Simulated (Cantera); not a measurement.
A closed system holds: 1 mol CH3OH, 2.5 mol H2O, 24 mol N2, at 2077 °C and 750 Torr.

These are equilibrium values from Cantera (NASA tables, ideal gas, pure condensed phases), not measurements of a reactor. The numbers say what is thermodynamically allowed, not how fast it happens.

```tsv
species	before	after
N2	0.812	0.813
H2O	0.0784	0.0781
H2	0.0718	0.0743
H	0.00334	0.000261
CO	0.0284	0.0272
O	1.98e-5	6.19e-8
NO	0.000115	2.31e-6
OH	0.000629	2.37e-5
CO2	0.00539	0.00665
```
Gas species are given as mole fractions.

**Question.** Name the change that produced these shifts.
(A) temperature from 2077 °C to 802 °C
(B) pressure from 750 Torr to 75.0 Torr
(C) temperature from 2077 °C to 2450 °C
(D) temperature from 2077 °C to 1652 °C

**Answer.** D, temperature from 2077 °C to 1652 °C
